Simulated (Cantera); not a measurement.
Low-pressure radical oxidation in H2/O2

A perfectly stirred reactor is fed with H2 : O2 = 0.019 : 1 (molar parts), equivalence ratio 0.0095, at 27.8 Torr; it is held at 1025 K, and followed from long to short residence time.

Cantera simulation using the H2/O2 subset of GRI-Mech 3.0, which has no nitrogen chemistry; the numbers are that mechanism's predictions, not measurements. Radical loss at walls, strong at low pressure, is not modelled.

```tsv
τ (s)	x H2	x O2	x H2O	x HO2	x OH
1.6	0.000125	0.981	0.0186	1.66e-6	0.000114
0.52	0.000233	0.981	0.0185	2.60e-6	0.000176
0.17	0.000428	0.980	0.0182	3.96e-6	0.000275
0.057	0.000774	0.979	0.0177	5.73e-6	0.000432
0.019	0.00142	0.978	0.0168	7.85e-6	0.000675
0.0063	0.00267	0.976	0.0151	9.91e-6	0.00102
0.0021	0.00513	0.975	0.0121	1.13e-5	0.00138
```
x: mole fraction; the columns are a selection and need not sum to one.
